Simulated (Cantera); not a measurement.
Feed: 1 mol SiH4, a varied amount of O3, 0.13 mol H2, held at 1373.15 K and 1.00 Torr.

Equilibrium computed with Cantera from the NASA thermochemical tables; the gas is ideal and each condensed phase is pure. Candidate condensed phases: H2O, Si, SiO2; 18 gas species. The tables hold silica as quartz up to 1696 K and as liquid above; real silica turns to tridymite and cristobalite and melts near 1996 K. Rates play no part.

**Question.** At 1.5 mol O3, list the 4 most abundant gas species with their mole fractions, and the condensed phases.

**Answer.** H2O 0.920, O2 0.0798, OH 0.000292, H2 2.65e-5. Condensed: SiO2(β-quartz).
